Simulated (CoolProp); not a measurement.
Toluene along the isotherm 620 K: density (kg/m³) from the reference equation and from simpler models built on Tc = 591.7 K, pc = 41.26 bar, ω = 0.266; each cubic takes its own stable root.

Values from CoolProp's reference Helmholtz-energy equation of state, Lemmon 2006. It is a short technical equation, of lower accuracy than the large ones.

| p (bar) | phase | reference |
|---|---|---|
| 11.5 | gas | 22.64 |
| 22.9 | gas | 50.86 |
| 34.4 | gas | 90.02 |
| 45.8 | supercritical | 154.6 |
| 57.3 | supercritical | 319.9 |
| 68.8 | supercritical | 415.4 |
| 80.2 | supercritical | 452.3 |
| 91.7 | supercritical | 476.0 |
| 103 | supercritical | 493.3 |

**Question.** How far does each simpler model (van der Waals, Redlich-Kwong, Peng-Robinson) lie from the reference over these 9 states: mean and median of the absolute difference, and the worst?

**Answer.** 
- van der Waals: mean 14.3 %, median 13.1 %, worst -27.3 % at 620 K and 103 bar
- Redlich-Kwong: mean 7.8 %, median 9.3 %, worst -15.4 % at 620 K and 68.8 bar
- Peng-Robinson: mean 5.7 %, median 6.7 %, worst -12.6 % at 620 K and 68.8 bar
